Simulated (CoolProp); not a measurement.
Vapour-liquid equilibrium of ethylbenzene (1) + n-nonane (2) at 109.85 °C; x and y are mole fractions of (1).

Values from CoolProp's multi-fluid Helmholtz-energy mixture model, Zhou 2012 and Lemmon 2006; pair parameters Bell 2016.

| x | bubble pressure, mixture model (MPa) | bubble pressure, Raoult's law (MPa) | y, mixture model | y, Raoult's law |
|---|---|---|---|---|
| 0.05 | 0.03106 | 0.03061 | 0.089 | 0.077 |
| 0.125 | 0.03299 | 0.03191 | 0.208 | 0.185 |
| 0.2 | ? | 0.03322 | 0.311 | 0.284 |
| 0.275 | 0.03656 | 0.03453 | 0.401 | 0.376 |
| 0.35 | ? | 0.03584 | ? | 0.461 |
| 0.425 | ? | 0.03715 | 0.552 | 0.540 |
| 0.5 | ? | 0.03845 | 0.617 | 0.613 |
| 0.575 | 0.04226 | 0.03976 | 0.677 | 0.682 |
| 0.65 | 0.04339 | 0.04107 | 0.734 | 0.747 |
| 0.725 | 0.04440 | 0.04238 | 0.789 | 0.807 |
| 0.8 | 0.04531 | 0.04369 | ? | 0.864 |
| 0.875 | 0.04611 | 0.04499 | 0.900 | 0.917 |
| 0.95 | 0.04679 | 0.04630 | ? | 0.968 |

What belongs in the gaps?


- 0.2, bubble pressure, mixture model (MPa): 0.03483
- 0.35, bubble pressure, mixture model (MPa): 0.03817
- 0.35, y, mixture model: 0.481
- 0.425, bubble pressure, mixture model (MPa): 0.03966
- 0.5, bubble pressure, mixture model (MPa): 0.04102
- 0.8, y, mixture model: 0.844
- 0.95, y, mixture model: 0.958

The largest gap from Raoult's law is +6.8 % in bubble pressure, at x = 0.425. No azeotrope shows between x = 0.05 and 0.95.

Pair parameters are fitted to limited data, so mixtures are less certain than the pure fluids.
